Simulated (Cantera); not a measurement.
**Equilibrium for carbothermic reduction: PbO + C + H2**

A closed system holds: 1 mol PbO, 0.78 mol C, 0.21 mol H2, equilibrated at 1650 K.

Method: chemical equilibrium by Gibbs-energy minimisation in Cantera with the NASA 1993 tables (ideal gas, pure condensed phases). Candidate condensed phases: C, C6H6, C7H8, C8H18, H2O, Pb, PbO, PbO2, Pb3O4; 113 gas species. The numbers say what is thermodynamically allowed, not how fast it happens.

```json
[
 {"P (Pa)": "10", "log p CO": "-4.49", "log p Pb": "-4.30", "log p CO2": "-5.17", "log p H2": "-5.21", "log p H2O": "-5.38", "n Pb(l)": "0"},
 {"P (Pa)": "52", "log p CO": "-3.77", "log p Pb": "-3.58", "log p CO2": "-4.45", "log p H2": "-4.49", "log p H2O": "-4.66", "n Pb(l)": "0"},
 {"P (Pa)": "270", "log p CO": "-3.06", "log p Pb": "-2.87", "log p CO2": "-3.74", "log p H2": "-3.77", "log p H2O": "-3.94", "n Pb(l)": "0"},
 {"P (Pa)": "1400", "log p CO": "-2.34", "log p Pb": "-2.15", "log p CO2": "-3.02", "log p H2": "-3.05", "log p H2O": "-3.23", "n Pb(l)": "0"},
 {"P (Pa)": "7200", "log p CO": "-1.63", "log p Pb": "-1.44", "log p CO2": "-2.31", "log p H2": "-2.34", "log p H2O": "-2.52", "n Pb(l)": "0"},
 {"P (Pa)": "37000", "log p CO": "-0.74", "log p Pb": "-1.04", "log p CO2": "-1.42", "log p H2": "-1.45", "log p H2O": "-1.62", "n Pb(l)": "0.675"},
 {"P (Pa)": "190000", "log p CO": "0.07", "log p Pb": "-1.04", "log p CO2": "-0.61", "log p H2": "-0.64", "log p H2O": "-0.81", "n Pb(l)": "0.950"},
 {"P (Pa)": "1000000", "log p CO": "0.81", "log p Pb": "-1.04", "log p CO2": "0.13", "log p H2": "0.10", "log p H2O": "-0.07", "n Pb(l)": "0.991"}
]
```
log p: log10 of the partial pressure in bar; n: condensed amount in mol.

From 0.0750 Torr to 54.0 Torr nothing is condensed. From 278 Torr to 7500 Torr the condensed part is Pb(l). The main Pb-bearing gas is Pb throughout.
